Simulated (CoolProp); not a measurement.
Properties of hydrogen chloride at several states (Tc = 51.5 °C, pc = 83.14 bar, ω = 0.130).

Computed with CoolProp (reference Helmholtz-energy equation of state, Thol 2018).

```csv
T (°C),p (bar),phase,cp (kJ/(kg K)),speed of sound (m/s),expansivity (1/kK),fugacity coefficient
13.65,1.2,gas,0.8139,301.1,3.578,0.9920
3.55,0.673,gas,0.8086,296.3,3.674,0.9950
-12.55,365,liquid,1.609,959.4,2.235,0.07416
171.35,0.499,gas,0.8021,376.3,2.256,0.9992
345.55,305,supercritical,1.075,477.9,2.347,0.8964
```
